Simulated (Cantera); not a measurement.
What does this Cantera script print?

```python
import numpy as np
import cantera as ct

gas_names = """
    C CH CH2 CH3 CH2OH CH3O CH4 CH3OH CN CO CO2 COOH C2 C2H CHCO,ketyl C2H2,acetylene C2H2,vinylidene
    CH2CO,ketene C2H3,vinyl CH3CN CH3CO,acetyl C2H4 C2H4O,ethylen CH3CHO,ethanal CH3COOH (HCOOH)2 C2H5
    C2H6 CH3OCH3 C2H5OH CCN CNC C2N2 C2O C3 C3H3,propargyl C3H4,allene C3H4,propyne C3H4,cyclo-
    C3H5,allyl C3H6,propylene C3H6,cyclo- C3H6O C3H7,n-propyl C3H7,i-propyl C3H8 C3H8O,1propanol
    C3H8O,2propanol C3O2 C4 C4H2 C4H4,1,3-cyclo- C4H6,butadiene C4H6,2-butyne C4H6,cyclo- C4H8,1-butene
    C4H8,cis2-buten C4H8,tr2-butene C4H8,isobutene C4H8,cyclo- (CH3COOH)2 C4H9,n-butyl C4H9,i-butyl
    C4H9,s-butyl C4H9,t-butyl C4H10,isobutane C4H10,n-butane C4N2 C5 C5H6,1,3cyclo- C5H8,cyclo-
    C5H10,1-pentene C5H10,cyclo- C5H11,pentyl C5H11,t-pentyl C5H12,n-pentane C5H12,i-pentane
    CH3C(CH3)2CH3 C6H2 C6H5,phenyl C6H5O,phenoxy C6H6 C6H5OH,phenol C6H10,cyclo- C6H12,1-hexene
    C6H12,cyclo- C6H13,n-hexyl C7H7,benzyl C7H8 C7H8O,cresol C7H14,1-heptene C7H15,n-heptyl
    C7H16,n-heptane C8H8,styrene C8H10,ethylbenz C8H16,1-octene C8H17,n-octyl C8H18,isooctane
    C8H18,n-octane C9H19,n-nonyl C10H8,naphthale C10H21,n-decyl C12H9,o-bipheny C12H10,bipheny H HCN HCO
    HCCN HNC HNCO HNO HNO2 HNO3 HO2 H2 HCHO,formaldehy HCOOH H2O H2O2 N NCO NH NH2 NH3 NH2OH NO NO2 NO3
    N2 N2H2 N2H4 N2O O OH O2 O3 Si SiC SiC2 SiC4H12 SiH SiH2 SiH3 SiH4 SiN SiO SiO2 Si2 Si2C Si2N Si3
""".split()
cond_names = """
    C(gr) C6H6(L) C7H8(L) C8H18(L),n-octa H2O(s) H2O(L) Si(cr) Si(L) SiC(b) SiO2(Lqz) SiO2(hqz) SiO2(L)
    Si2N2O(s) Si3N4(a)
""".split()


def load(file, names, dense=False):
    # The tables refer to 1 bar. Condensed volumes are neglected.
    table = {s.name: s for s in ct.Species.list_from_file(file)}
    out = []
    for n in names:
        d = dict(table[n].input_data)
        d["thermo"] = dict(d["thermo"], **{"reference-pressure": 1e5})
        if dense:
            d["equation-of-state"] = {"model": "constant-volume", "density": "1e6 g/cm^3"}
        out.append(ct.Species.from_dict(d))
    return out


gas = ct.Solution(thermo="ideal-gas", species=load("nasa_gas.yaml", gas_names))
cond = {s.name: ct.Solution(thermo="fixed-stoichiometry", species=[s], name=s.name)
        for s in load("nasa_condensed.yaml", cond_names, dense=True)}
atoms = {
    'TEOS': {'Si': 1, 'C': 8, 'H': 20, 'O': 4},
    'N2O': {'N': 2, 'O': 1},
    'N2': {'N': 2},
}
top_T = {'C(gr)': 4500, 'SiC(b)': 3050, 'Si2N2O(s)': 2100, 'Si3N4(a)': 2400}  # K; cautious upper limits of use, not melting points


def equilibrate(T, P, feed):
    n = {}
    for name, mol in feed.items():
        for a, k in atoms[name].items():
            n[a] = n.get(a, 0.0) + k * mol
    gas.TPX = T, P, n
    mass = sum(n.values()) * gas.mean_molecular_weight
    gas.equilibrate("TP")
    valid = [c for c in cond.values() if c.min_temp <= T <= top_T.get(c.name, c.max_temp)]
    mix = ct.Mixture([(gas, mass / gas.mean_molecular_weight)] + [(c, 0.0) for c in valid])
    mix.T, mix.P = T, P
    mix.equilibrate("TP", solver="vcs", rtol=1e-11, max_steps=5000)
    return mix


results = []
feed = {'TEOS': 1, 'N2O': 5.8, 'N2': 59}  # mol
P = 1000  # Pa
for T in [1423, 1498, 1573, 1648, 1723, 1798, 1873]:
    mix = equilibrate(T, P, feed)
    results.append((T, P, feed, dict(zip(mix.species_names, mix.species_moles))))

top = {s: max(r[3][s] / sum(r[3][g] for g in gas_names) for r in results) for s in gas_names}
cols = sorted((s for s in top if top[s] > 0.001), key=lambda s: -top[s])[:5]
seen = [c for c in cond_names if any(r[3].get(c, 0) > 1e-12 for r in results)]
print("log10 of partial pressures in bar; condensed amounts in mol")
print(f"{'T/K':>10s}" + "".join(f"{s[:9]:>10s}" for s in cols + seen))
for T, P, feed, n in results:
    ng = sum(n[g] for g in gas_names)
    print(f"{T:10.4g}" + "".join(f"{np.log10(max(n[s] / ng * P / 1e5, 1e-99)):10.3f}" for s in cols)
          + "".join(f"{n.get(c, 0):10.4g}" for c in seen))
```

Output:

```
log10 of partial pressures in bar; condensed amounts in mol
       T/K        N2        H2        CO       SiO       H2O SiO2(hqz)   SiO2(L) Si2N2O(s)
      1423    -2.107    -2.918    -3.015    -5.897    -6.808    0.8622         0   0.06363
      1498    -2.107    -2.918    -3.015    -4.974    -6.736    0.8362         0   0.03789
      1573    -2.108    -2.920    -3.016    -4.604    -6.208    0.7935         0         0
      1648    -2.108    -2.921    -3.017    -4.546    -5.455    0.7635         0         0
      1723    -2.108    -2.926    -3.018    -4.393    -4.875         0    0.6635         0
      1798    -2.110    -2.937    -3.022    -4.169    -4.444         0    0.4346         0
      1873    -2.112    -2.958    -3.028    -3.924    -4.103         0         0         0
```

Cantera equilibrium calculation (NASA polynomials, part measured and part estimated; ideal gas, pure solids and liquids). The feed counts by its element totals alone. Mutual solubility and eutectic melting of coexisting phases are not modelled. The tables hold silica as quartz up to 1696 K and as liquid above; real silica turns to tridymite and cristobalite and melts near 1996 K.
